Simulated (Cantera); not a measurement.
Feed: 1 mol Si₂Cl₆, 11 mol H₂, equilibrated at 1750 K and 590 Pa.

Equilibrium computed with Cantera from the NASA thermochemical tables; the gas is ideal and each condensed phase is pure. Candidate condensed phases: Si; 19 gas species. The feed counts by its element totals alone. The tables' values for SiCl₃, SiCl are old estimates; treat these amounts as uncertain. Gases not in the tables: Si₂H₆ and higher silanes. The numbers say what is thermodynamically allowed, not how fast it happens.

Base state: H₂ 0.701, HCl 0.165, SiCl₂ 0.129, H 0.00253, SiCl₃ 0.00124, Cl 0.000460, SiCl 0.000452, Si 0.000254 (mole fractions); condensed: Si(l).

**Question.** What changes in the equilibrium state with this change: H₂ from 11 to 990 mol?

**Answer.** 
```tsv
species	before	after
H₂	0.701	0.991
HCl	0.165	0.00578
H	0.00253	0.00301
SiCl₂	0.129	0.000112
Si	0.000254	0.000254
SiCl₃	0.00124	3.16e-8
SiCl₄	2.11e-5	<1e-9
SiHCl₃	1.98e-5	<1e-9
Cl	0.000460	1.36e-5
Si(l), mol	0.162	1.57
```
The tables' values for SiCl are old estimates; treat these amounts as uncertain.

**Question.** What changes in the equilibrium state with this change: Si₂Cl₆ replaced by SiH₂Cl₂?

**Answer.** 
```tsv
species	before	after
H₂	0.701	0.875
HCl	0.165	0.0905
SiCl₂	0.129	0.0311
SiCl₄	2.11e-5	1.22e-6
SiCl₃	0.00124	0.000146
SiHCl₃	1.98e-5	2.61e-6
Cl	0.000460	0.000226
SiCl	0.000452	0.000222
Si(l), mol	0.162	0.586
```
The tables' values for SiCl, SiCl₃ are old estimates; treat these amounts as uncertain.
